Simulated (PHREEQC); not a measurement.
H2SO4 is added in steps, without added water, to 1 kg of water holding 0.21 mol/kgw NaOH and 0.0019 mol/kgw CO2, at 91 °C. O2 is buffered at 0.21 atm. The system is closed to CO2. Solids allowed: Mirabilite, Nahcolite, Natron. Others were left out.

Base run: PHREEQC, ion-association model, wateq4f.dat. Each further column changes one thing. The table gives pH.

```json
[
 {"H2SO4 added (mol)": "0", "base": "11.56", "CO2 from 0.0019 to 0.00209 mol/kgw": "11.56", "CO2 left out": "11.56", "NaOH from 0.21 to 0.42 mol/kgw": "…", "no solid may form": "11.56"},
 {"H2SO4 added (mol)": "0.01417", "base": "11.49", "CO2 from 0.0019 to 0.00209 mol/kgw": "11.49", "CO2 left out": "11.50", "NaOH from 0.21 to 0.42 mol/kgw": "…", "no solid may form": "11.49"},
 {"H2SO4 added (mol)": "0.03542", "base": "11.37", "CO2 from 0.0019 to 0.00209 mol/kgw": "11.37", "CO2 left out": "11.38", "NaOH from 0.21 to 0.42 mol/kgw": "…", "no solid may form": "11.37"},
 {"H2SO4 added (mol)": "0.04958", "base": "11.26", "CO2 from 0.0019 to 0.00209 mol/kgw": "11.26", "CO2 left out": "11.28", "NaOH from 0.21 to 0.42 mol/kgw": "…", "no solid may form": "11.26"},
 {"H2SO4 added (mol)": "0.07083", "base": "11.04", "CO2 from 0.0019 to 0.00209 mol/kgw": "11.04", "CO2 left out": "11.07", "NaOH from 0.21 to 0.42 mol/kgw": "…", "no solid may form": "11.04"},
 {"H2SO4 added (mol)": "0.085", "base": "10.79", "CO2 from 0.0019 to 0.00209 mol/kgw": "10.78", "CO2 left out": "10.83", "NaOH from 0.21 to 0.42 mol/kgw": "…", "no solid may form": "10.79"},
 {"H2SO4 added (mol)": "0.09917", "base": "10.13", "CO2 from 0.0019 to 0.00209 mol/kgw": "10.10", "CO2 left out": "10.29", "NaOH from 0.21 to 0.42 mol/kgw": "11.54", "no solid may form": "10.13"},
 {"H2SO4 added (mol)": "0.1204", "base": "2.66", "CO2 from 0.0019 to 0.00209 mol/kgw": "2.66", "CO2 left out": "2.66", "NaOH from 0.21 to 0.42 mol/kgw": "…", "no solid may form": "2.66"},
 {"H2SO4 added (mol)": "0.1346", "base": "2.33", "CO2 from 0.0019 to 0.00209 mol/kgw": "2.33", "CO2 left out": "2.33", "NaOH from 0.21 to 0.42 mol/kgw": "11.36", "no solid may form": "2.33"},
 {"H2SO4 added (mol)": "0.1558", "base": "2.02", "CO2 from 0.0019 to 0.00209 mol/kgw": "2.02", "CO2 left out": "2.02", "NaOH from 0.21 to 0.42 mol/kgw": "11.21", "no solid may form": "2.02"},
 {"H2SO4 added (mol)": "0.17", "base": "1.86", "CO2 from 0.0019 to 0.00209 mol/kgw": "1.86", "CO2 left out": "1.86", "NaOH from 0.21 to 0.42 mol/kgw": "11.07", "no solid may form": "1.86"}
]
```

Q: Complete the blanks.

A: 
- 0, NaOH from 0.21 to 0.42 mol/kgw: 11.82
- 0.01417, NaOH from 0.21 to 0.42 mol/kgw: 11.79
- 0.03542, NaOH from 0.21 to 0.42 mol/kgw: 11.74
- 0.04958, NaOH from 0.21 to 0.42 mol/kgw: 11.70
- 0.07083, NaOH from 0.21 to 0.42 mol/kgw: 11.64
- 0.085, NaOH from 0.21 to 0.42 mol/kgw: 11.59
- 0.1204, NaOH from 0.21 to 0.42 mol/kgw: 11.44

Constants without temperature data keep their 25 °C values here. Solids allowed in the column 'CO2 left out': Mirabilite.
